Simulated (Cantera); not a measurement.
Cantera run:

```python
import numpy as np
import cantera as ct

gas_names = """
    C CN C2 CCN CNC C2N2 C3 C4 C4N2 C5 N N2 Si SiC SiC2 SiN Si2 Si2C Si2N Si3
""".split()
cond_names = """
    C(gr) Si(cr) Si(L) SiC(b) Si3N4(a)
""".split()


# ... load() reads the species with a 1 bar reference pressure and builds the phases ...
atoms = {
    'SiC': {'Si': 1, 'C': 1},
    'C': {'C': 1},
    'N2': {'N': 2},
}
top_T = {'C(gr)': 4500, 'SiC(b)': 3050, 'Si3N4(a)': 2400}  # K; cautious upper limits of use, not melting points


# ... equilibrate(T, P, feed) seeds the gas with the atoms and calls Mixture.equilibrate('TP', solver="vcs", rtol=1e-11, max_steps=5000) ...
results = []
feed = {'SiC': 1, 'C': 0.0088, 'N2': 1.3}  # mol
T = 1573.15  # K
P = 55000  # Pa
mix = equilibrate(T, P, feed)
results.append((T, P, feed, dict(zip(mix.species_names, mix.species_moles))))
x = sorted(zip(gas.X, gas.species_names), reverse=True)
print(f"T = {T:g} K  P = {P:g} Pa  gas = {mix.phase_moles(0):.4g} mol")
print("   x: " + "  ".join(f"{s} {v:.3e}" for v, s in x if v > 1e-06))
print("   condensed (mol): " + ("  ".join(f"{mix.phase(i).name} {mix.phase_moles(i):.4g}"
      for i in range(1, mix.n_phases) if mix.phase_moles(i) > 1e-12) or "none"))
```

Output:

```
T = 1573.15 K  P = 55000 Pa  gas = 0.6333 mol
   x: N2 1.000e+00
   condensed (mol): C(gr) 1.009  Si3N4(a) 0.3333
```

Equilibrium computed with Cantera from the NASA thermochemical tables; the gas is ideal and each condensed phase is pure.
